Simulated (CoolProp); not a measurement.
Vapour-liquid equilibrium of ethylene (1) + ethane (2) at -121.05 °C; x and y are mole fractions of (1).

Model: multi-fluid Helmholtz-energy mixture model, Smukala 2000 and Bücker 2006; pair parameters Bell 2016, in CoolProp.

### Question
Give the bubble pressure and the first vapour's composition at x = 0.25, 0.35, 0.65. Is there an azeotrope?

### Answer
x = 0.25: 0.1759 bar, y = 0.497; x = 0.35: 0.1960 bar, y = 0.602; x = 0.65: 0.2531 bar, y = 0.826. No azeotrope shows between x = 0.05 and 0.95.

Pair parameters are fitted to limited data, so mixtures are less certain than the pure fluids.
